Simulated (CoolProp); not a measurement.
Properties of methanol along the isotherm 310.2 K.

Model: reference Helmholtz-energy equation of state, de Reuck 1993, in CoolProp.

```tsv
p (kPa)	phase	cp (kJ/(kg K))	conductivity (mW/(m K))	Prandtl number
9130	liquid	2.599	202	6.23
18300	liquid	2.588	207	6.39
27400	liquid	2.578	211	6.53
36500	liquid	2.571	215	6.66
45600	liquid	2.564	219	6.78
54800	liquid	2.559	223	6.89
63900	liquid	2.554	227	___
73000	liquid	___	231	7.09
82200	liquid	___	235	___
```

### Question
Complete the blanks.

### Answer

- 63900, Prandtl number: 6.99
- 73000, cp (kJ/(kg K)): 2.550
- 82200, cp (kJ/(kg K)): 2.546
- 82200, Prandtl number: 7.19

Viscosity comes from a separate model (Xiang 2006). Thermal conductivity comes from a separate model (Sykioti 2013).
